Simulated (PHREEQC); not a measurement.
Reverse-osmosis permeate

Model water analysis in mg/L, 25 °C, pH 5.6, pe 0.5:

```tsv
constituent	mg/L
Na	0.676
K	1.99
Ca	1.56
Mg	0.432
Cl	2.45
S(6) as SO4	4.5
Alkalinity as HCO3	1.13
Mn(2)	0.00315
F	0.0043
```

Valence states are taken as typed.

The numbers come from PHREEQC with the ion-association model, wateq4f.dat.

Precipitation was switched off in this run.

Question: Estimate the charge-balance error.

Answer: charge-balance error 3.2 %.

Question: In which forms is C present?

Answer: CO2 85 %, HCO3- 15 % of the C.

Species that the database lacks are ignored.
